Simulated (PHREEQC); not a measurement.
A solution holds 0.0012 mol/kgw NH4HF2, 0.0007 mol/kgw H2SiF6 and 0.022 mol/kgw H3PO4, at 13 °C. Closed to the air; pH follows from the charge balance.

The numbers come from PHREEQC with the ion-association model, phreeqc.dat.

No solid was allowed to form.

Question: Order these F species by the share of F that they hold, largest first: F-, SiF6-2, HF.

Answer: SiF6-2 (57 %), HF (40 %), F- (3.8 %)

The pH is 2.01 and the ionic strength 0.0126 mol/kgw. Examples of supersaturated solids here: Quartz (slow to form). Others may be too. Constants without temperature data keep their 25 °C values here. SiF6-2 is the database's only silicon fluoride.
